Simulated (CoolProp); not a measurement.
A closed Brayton cycle with dry air: compressor inlet 305.15 K and 6.5 MPa, high pressure 22.1 MPa, turbine inlet 840 K, compressor efficiency 0.8, turbine efficiency 0.85, recuperator effectiveness 0 (on enthalpy, no pinch check). Each further row changes one setting.

Model: reference Helmholtz-energy equation of state, Lemmon 2000, in CoolProp. It is a pseudo-pure fit of the blend.

| case | thermal efficiency (%) | net work (kJ/kg) | compressor to turbine work | compressor exit (K) | turbine exit (K) |
|---|---|---|---|---|---|
| as stated | 13.8 | 57.8 | 0.74 | 465.8 | 642.1 |
| turbine inlet 790 K | 12.3 | 44.3 | [?] | 465.8 | 602.0 |
| compressor inlet 315.15 K | 12.9 | [?] | 0.77 | 480.9 | 642.1 |
| high pressure 18.8 MPa | [?] | 57.9 | [?] | 441.3 | 665.1 |
| recuperator effectiveness 0.5 | 17.8 | 57.8 | 0.74 | 465.8 | 642.1 |

Task: What belongs in the gaps?

Result: 
- turbine inlet 790 K, compressor to turbine work: 0.79
- compressor inlet 315.15 K, net work (kJ/kg): 51.9
- high pressure 18.8 MPa, thermal efficiency (%): 13.1
- high pressure 18.8 MPa, compressor to turbine work: 0.71
